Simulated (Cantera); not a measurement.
A closed system holds: 1 mol Hg, 0.6 mol O2, 8.9 mol N2, at 0.290 bar.

Method: chemical equilibrium by Gibbs-energy minimisation in Cantera with the NASA 1993 tables (ideal gas, pure condensed phases). Candidate condensed phases: Hg, HgO; 10 gas species. Kinetics and transport are ignored.

Problem. Which condensed phases are stable at each of these points (T (K)): 475, 575, 675, 775, 875, 975, 1075, 1175, 1275, 1375, 1475, 1575?

Solution. 
```json
[
 {"T (K)": "475", "condensed phases": "HgO(s)", "Hg condensed (%)": "99.9"},
 {"T (K)": "575", "condensed phases": "HgO(s)", "Hg condensed (%)": "70.5"},
 {"T (K)": "675", "condensed phases": "gas only", "Hg condensed (%)": "0.0"},
 {"T (K)": "775", "condensed phases": "gas only", "Hg condensed (%)": "0.0"},
 {"T (K)": "875", "condensed phases": "gas only", "Hg condensed (%)": "0.0"},
 {"T (K)": "975", "condensed phases": "gas only", "Hg condensed (%)": "0.0"},
 {"T (K)": "1075", "condensed phases": "gas only", "Hg condensed (%)": "0.0"},
 {"T (K)": "1175", "condensed phases": "gas only", "Hg condensed (%)": "0.0"},
 {"T (K)": "1275", "condensed phases": "gas only", "Hg condensed (%)": "0.0"},
 {"T (K)": "1375", "condensed phases": "gas only", "Hg condensed (%)": "0.0"},
 {"T (K)": "1475", "condensed phases": "gas only", "Hg condensed (%)": "0.0"},
 {"T (K)": "1575", "condensed phases": "gas only", "Hg condensed (%)": "0.0"}
]
```

From 475 K to 575 K the condensed part is HgO(s). From 675 K to 1575 K nothing is condensed.
